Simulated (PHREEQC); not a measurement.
Dissolve 0.29 mol/kgw HF and 0.0061 mol/kgw KF at 20 °C. Closed to the air; pH follows from the charge balance.

Equilibrium calculation in PHREEQC: ion-association model, phreeqc.dat.

Each row changes one thing in this solution. This is a speciation only: nothing precipitates in the calculation.

```
case                                 pH  ionic strength (mol/kgw)  HF (mol/kgw)  F- (mol/kgw)  HF2- (mol/kgw)
---------------------------------  ----  ------------------------  ------------  ------------  --------------
as made                            1.77                    0.0254         0.258        0.0130          0.0124
KF from 0.0061 to 0.00915 mol/kgw  1.80                    0.0273         0.259        0.0140          0.0133
KF from 0.0061 to 0.00061 mol/kgw  1.72                    0.0222         0.258        0.0114          0.0108
KF from 0.0061 to 0.0305 mol/kgw   1.98                    0.0427         0.257        0.0219          0.0207
0.36 mol/kgw Na2SO4 added          2.00                     0.830         0.213        0.0318          0.0234
HF from 0.29 to 0.058 mol/kgw      2.35                    0.0110        0.0513       0.00929         0.00175
KF left out                        1.71                    0.0219         0.257        0.0112          0.0107
```

The ionic strength passes 0.7 mol/kgw, the rough limit of the ion-association models, in 0.36 mol/kgw Na2SO4 added. Species that the database lacks are ignored.
